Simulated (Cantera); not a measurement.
**Stirred combustor or abatement burner**

A perfectly stirred reactor is fed with CH4 : C2H6 : O2 : N2 = 1 : 0.71 : 2.99 : 11.2 (molar parts), at 1650 Torr; it is adiabatic with a 325 K inlet, and is followed from long to short residence time, starting on the burning branch (τ in s: 0.033, 0.013, 0.0053, 0.0021, 0.00085, 0.00034, 0.00014, 5.5e-05, 2.2e-05).

Computed with Cantera and GRI-Mech 3.0 (53 species, 325 reactions).

```csv
τ (s),T (K),x CH4,x C2H6,x O2,x NO,x HCO
0.033,1965,0.00204,3.86e-6,0.000443,4.21e-5,9.15e-8
0.013,1963,0.00261,9.18e-6,0.000906,3.88e-5,1.77e-7
0.0053,1955,0.00308,2.05e-5,0.00173,3.46e-5,3.63e-7
0.0021,1937,0.00359,4.72e-5,0.00334,2.81e-5,7.99e-7
0.00085,1898,0.00452,0.000118,0.00674,1.77e-5,1.77e-6
0.00034,325,0.0629,0.0447,0.188,<1e-12,<1e-12
0.00014,325,0.0629,0.0447,0.188,<1e-12,<1e-12
5.5e-5,325,0.0629,0.0447,0.188,<1e-12,<1e-12
2.2e-5,325,0.0629,0.0447,0.188,<1e-12,<1e-12
```
x: mole fraction; the columns are a selection and need not sum to one.
